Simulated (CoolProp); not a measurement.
A single-stage vapour-compression cycle with the fluid: evaporating at 256.15 K (dew point), condensing at 301.15 K (bubble point), superheat 5 K, subcooling 0 K, compressor efficiency 0.85, no pressure losses. The same conditions are run with several fluids, on thermodynamics alone (safety and materials aside).

Computed with CoolProp (reference Helmholtz-energy equation of state of each fluid (dimethyl ether: Wu 2011; trans-2-butene: Lemmon 2005; R152A: Outcalt 1996; R245ca: Zhou 2016; R236EA: Rui 2013; carbonyl sulfide: Lemmon 2006)).

```json
[
 {"fluid": "dimethyl ether", "cooling COP": "___", "pressure ratio": "___", "discharge temperature (K)": "329.9", "refrigerating effect (kJ/kg)": "___", "volumetric capacity (kJ/m³)": "1110"},
 {"fluid": "trans-2-butene", "cooling COP": "___", "pressure ratio": "5.30", "discharge temperature (K)": "317.8", "refrigerating effect (kJ/kg)": "327", "volumetric capacity (kJ/m³)": "420"},
 {"fluid": "R152A", "cooling COP": "4.03", "pressure ratio": "4.76", "discharge temperature (K)": "331.2", "refrigerating effect (kJ/kg)": "251", "volumetric capacity (kJ/m³)": "1100"},
 {"fluid": "R245ca", "cooling COP": "4.06", "pressure ratio": "7.99", "discharge temperature (K)": "312.1", "refrigerating effect (kJ/kg)": "171", "volumetric capacity (kJ/m³)": "___"},
 {"fluid": "R236EA", "cooling COP": "3.90", "pressure ratio": "6.44", "discharge temperature (K)": "304.4", "refrigerating effect (kJ/kg)": "125", "volumetric capacity (kJ/m³)": "___"},
 {"fluid": "carbonyl sulfide", "cooling COP": "___", "pressure ratio": "3.64", "discharge temperature (K)": "354.3", "refrigerating effect (kJ/kg)": "___", "volumetric capacity (kJ/m³)": "2580"}
]
```

**Question.** Fill in the missing entries.

**Answer.** 
- dimethyl ether, cooling COP: 4.07
- dimethyl ether, pressure ratio: 4.58
- dimethyl ether, refrigerating effect (kJ/kg): 357
- trans-2-butene, cooling COP: 4.12
- R245ca, volumetric capacity (kJ/m³): 150
- R236EA, volumetric capacity (kJ/m³): 317
- carbonyl sulfide, cooling COP: 3.96
- carbonyl sulfide, refrigerating effect (kJ/kg): 230
